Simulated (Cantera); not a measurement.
Charge: 1 mol trisilylamine, 6.4 mol N2, equilibrated at 1.00 Torr.

These are equilibrium values from Cantera (NASA tables, ideal gas, pure condensed phases), not measurements of a reactor. Candidate condensed phases: Si, Si3N4; 18 gas species. The feed counts by its element totals alone. Equilibrium is a limit: real reactors are often held back by kinetics, nucleation or transport.

Task: At 1377 °C, list the 4 most abundant gas species with their mole fractions, and the condensed phases.

Result: N2 0.521, H2 0.477, H 0.00172, Si 0.000200. Condensed: Si3N4(s).
